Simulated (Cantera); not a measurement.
Source: NASA polynomial tables (part measured, part estimated), evaluated in Cantera. Values are per mole of reaction as written; species without (g) are pure solids or liquids, kept so even where they would boil at 1 bar. The tables' values for C2F4 are old estimates.

H2(g) + F2(g) = 2 HF(g), with ΔH° = -545.1 kJ and ΔS° = 14.1 J/K at 300 K.

Task: How far is the shortcut ΔG° ≈ ΔH°(300 K) − T·ΔS°(300 K) from the full temperature-dependent value at 1650, 1750, 1850, 1950, 2050, 2150, 2250, 2350, 2450, 2550, 2650 K?

Result: 
```csv
T (K),shortcut (kJ),full (kJ),difference (kJ),difference in log10 K
1650,-568.3,-560.8,-7.6,0.24
1750,-569.7,-561.2,-8.5,0.25
1850,-571.1,-561.6,-9.5,0.27
1950,-572.6,-562.0,-10.6,0.28
2050,-574.0,-562.3,-11.6,0.30
2150,-575.4,-562.6,-12.7,0.31
2250,-576.8,-562.9,-13.8,0.32
2350,-578.2,-563.2,-15.0,0.33
2450,-579.6,-563.5,-16.1,0.34
2550,-581.0,-563.7,-17.3,0.35
2650,-582.4,-563.9,-18.5,0.36
```
The shortcut ignores the heat-capacity change of the reaction.
